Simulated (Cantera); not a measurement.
Cantera run, input and output.

```python
import numpy as np
import cantera as ct

gas = ct.Solution("gri30.yaml")
gas.TPX = 375, 320000, {'CH4': 1, 'CO': 0.14, 'O2': 2.52, 'N2': 9.49}
flame = ct.FreeFlame(gas, width=0.018)
flame.set_refine_criteria(ratio=3, slope=0.08, curve=0.16)
flame.transport_model = "mixture-averaged"
flame.solve(loglevel=0, auto=True)
z, T = flame.grid, flame.T
thick = (T[-1] - T[0]) / np.gradient(T, z).max()
show = ['CH4', 'CO', 'O2', 'C2H2', 'HCN', 'NO']
print(f"laminar burning velocity  {flame.velocity[0] * 100:.3f} cm/s")
print(f"burnt temperature         {T[-1]:.1f} K")
print(f"thermal thickness         {thick * 1e3:.4f} mm")
print(f"grid points               {len(z)}")
z0 = z[flame.heat_release_rate.argmax()]
print(f"{'z/mm':>9s}{'T/K':>9s}{'u/(m/s)':>9s}" + "".join(f"{s:>11s}" for s in show))
rows = []
for k in (-3, -2, -1.5, -1, -0.5, -0.25, 0, 0.25, 0.5, 1, 2, 4, 8):
    zz = z0 + k * thick
    rows.append([k * thick, np.interp(zz, z, T), np.interp(zz, z, flame.velocity),
                 *(np.interp(zz, z, flame.X[gas.species_index(s)]) for s in show)])
    print(f"{rows[-1][0] * 1e3:9.3f}{rows[-1][1]:9.1f}{rows[-1][2]:9.3f}" + "".join(f"{x:11.3e}" for x in rows[-1][3:]))
```

Output:

```
laminar burning velocity  27.728 cm/s
burnt temperature         2097.9 K
thermal thickness         0.2072 mm
grid points               146
     z/mm      T/K  u/(m/s)        CH4         CO         O2       C2H2        HCN         NO
   -0.622    375.5    0.278  7.598e-02  1.065e-02  1.915e-01  1.514e-09  1.968e-11  1.214e-10
   -0.414    378.7    0.280  7.573e-02  1.067e-02  1.912e-01  1.646e-08  2.301e-10  1.070e-09
   -0.311    392.5    0.291  7.485e-02  1.082e-02  1.902e-01  1.114e-07  1.677e-09  6.247e-09
   -0.207    483.7    0.360  6.974e-02  1.201e-02  1.837e-01  1.125e-06  1.843e-08  7.024e-08
   -0.104    915.2    0.686  4.654e-02  1.924e-02  1.478e-01  9.685e-06  1.628e-07  1.373e-06
   -0.052   1311.2    0.986  2.456e-02  2.703e-02  1.101e-01  2.207e-05  3.549e-07  3.666e-06
    0.000   1692.9    1.273  4.523e-03  3.172e-02  6.856e-02  3.275e-05  6.210e-07  6.737e-06
    0.052   1853.7    1.386  1.419e-04  2.239e-02  4.844e-02  2.028e-06  3.621e-07  1.016e-05
    0.104   1922.8    1.431  2.394e-06  1.404e-02  4.252e-02  2.223e-08  9.226e-08  1.261e-05
    0.207   1997.1    1.479  1.539e-09  7.393e-03  3.854e-02  6.452e-12  6.712e-09  1.584e-05
    0.414   2054.7    1.517  3.578e-14  3.603e-03  3.619e-02  1.212e-16  1.555e-10  1.962e-05
    0.829   2085.6    1.537  2.554e-16  1.596e-03  3.511e-02  2.636e-20  2.079e-12  2.343e-05
    1.658   2096.4    1.544  2.912e-17  8.579e-04  3.478e-02  1.355e-21  9.845e-14  2.777e-05
```

Detailed kinetics in Cantera: GRI-Mech 3.0 (53 species, 325 reactions). Burning velocities carry a grid error of a few per cent, more on coarse grids.
